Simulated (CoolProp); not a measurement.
Model: reference Helmholtz-energy equation of state, Thol 2019, in CoolProp.

For decamethylcyclopentasiloxane (D5), give the phase and the density (kg/m³), cv (kJ/(kg K)), speed of sound (m/s), expansivity (1/kK) at 346.85 °C and 862 kPa; 346.85 °C and 1400 kPa.


- 346.85 °C and 862 kPa: gas; density 100, cv 1.97, speed of sound 70.0, expansivity 8.83
- 346.85 °C and 1400 kPa: supercritical; density 471, cv 2.00, speed of sound 95.7, expansivity 11.3
